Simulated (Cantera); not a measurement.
Reactions in the system B-F-H-N

Source: NASA polynomial tables (part measured, part estimated), evaluated in Cantera. Values are per mole of reaction as written; species without (g) are pure solids or liquids, kept so even where they would boil at 1 bar.

3 H2(g) + 6 F(g) + 2 BN → 2 NH3(g) + 2 BF3(g)

```json
[
 {"T (K)": "300", "ΔH° (kJ)": "-2337.8", "ΔS° (J/K)": "-480.4", "ΔG° (kJ)": "-2193.7", "log10 K": "381.95"},
 {"T (K)": "698", "ΔH° (kJ)": "-2367.2", "ΔS° (J/K)": "-544.7", "ΔG° (kJ)": "-1987.0", "log10 K": "148.69"},
 {"T (K)": "848", "ΔH° (kJ)": "-2375.1", "ΔS° (J/K)": "-555.0", "ΔG° (kJ)": "-1904.4", "log10 K": "117.31"},
 {"T (K)": "998", "ΔH° (kJ)": "-2382.0", "ΔS° (J/K)": "-562.5", "ΔG° (kJ)": "-1820.6", "log10 K": "95.29"},
 {"T (K)": "1148", "ΔH° (kJ)": "-2388.0", "ΔS° (J/K)": "-568.2", "ΔG° (kJ)": "-1735.8", "log10 K": "78.98"},
 {"T (K)": "1298", "ΔH° (kJ)": "-2393.4", "ΔS° (J/K)": "-572.6", "ΔG° (kJ)": "-1650.2", "log10 K": "66.41"},
 {"T (K)": "1448", "ΔH° (kJ)": "-2398.3", "ΔS° (J/K)": "-576.1", "ΔG° (kJ)": "-1564.0", "log10 K": "56.42"},
 {"T (K)": "1598", "ΔH° (kJ)": "-2402.6", "ΔS° (J/K)": "-579.0", "ΔG° (kJ)": "-1477.4", "log10 K": "48.29"},
 {"T (K)": "1748", "ΔH° (kJ)": "-2406.5", "ΔS° (J/K)": "-581.3", "ΔG° (kJ)": "-1390.4", "log10 K": "41.55"},
 {"T (K)": "1898", "ΔH° (kJ)": "-2410.0", "ΔS° (J/K)": "-583.2", "ΔG° (kJ)": "-1303.0", "log10 K": "35.86"}
]
```
